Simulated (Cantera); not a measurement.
A perfectly stirred reactor is fed with CH₄ : H₂O : H₂ = 1 : 4.5 : 0.057 (molar parts), at 4.93 atm; it is held at 2175 K, and followed from long to short residence time.

Detailed kinetics in Cantera: GRI-Mech 3.0 (53 species, 325 reactions).

Problem. What does this change do: pressure from 4.93 atm to 1.00 atm?

Solution. 
| quantity | before | after |
|---|---|---|
| x(CH₄) at τ = 9.10 s | 5.25e-6 | 5.60e-6 |
| x(H₂O) at τ = 9.10 s | 0.441 | 0.440 |
| x(H₂) at τ = 9.10 s | 0.426 | 0.424 |
| x(CH₃) at τ = 9.10 s | 3.37e-7 | 7.93e-7 |
| x(CO) at τ = 9.10 s | 0.110 | 0.110 |
| x(CH₄) at τ = 0.190 s | 0.000253 | 0.000296 |
| x(H₂O) at τ = 0.190 s | 0.441 | 0.441 |
| x(H₂) at τ = 0.190 s | 0.425 | 0.424 |
| x(CH₃) at τ = 0.190 s | 1.60e-5 | 3.98e-5 |
| x(CO) at τ = 0.190 s | 0.110 | 0.110 |

Problem. What does this change do: H2O 4.5 to 15 parts?

Solution. 
```
quantity                 before    after
---------------------  --------  -------
x(CH₄) at τ = 9.10 s    5.25e-6  5.72e-7
x(H₂O) at τ = 9.10 s      0.441    0.751
x(H₂) at τ = 9.10 s       0.426    0.193
x(CH₃) at τ = 9.10 s    3.37e-7  5.37e-8
x(CO) at τ = 9.10 s       0.110   0.0316
x(CH₄) at τ = 0.190 s  0.000253  2.78e-5
x(H₂O) at τ = 0.190 s     0.441    0.751
x(H₂) at τ = 0.190 s      0.425    0.193
x(CH₃) at τ = 0.190 s   1.60e-5  2.59e-6
x(CO) at τ = 0.190 s      0.110   0.0316
```

Problem. What does this change do: temperature 2175 to 2125 K?

Solution. 
| quantity | before | after |
|---|---|---|
| x(CH₄) at τ = 9.10 s | 5.25e-6 | 1.00e-5 |
| x(H₂O) at τ = 9.10 s | 0.441 | 0.440 |
| x(H₂) at τ = 9.10 s | 0.426 | 0.426 |
| x(CH₃) at τ = 9.10 s | 3.37e-7 | 4.84e-7 |
| x(CO) at τ = 9.10 s | 0.110 | 0.110 |
| x(CH₄) at τ = 0.190 s | 0.000253 | 0.000476 |
| x(H₂O) at τ = 0.190 s | 0.441 | 0.441 |
| x(H₂) at τ = 0.190 s | 0.425 | 0.425 |
| x(CH₃) at τ = 0.190 s | 1.60e-5 | 2.26e-5 |
| x(CO) at τ = 0.190 s | 0.110 | 0.109 |
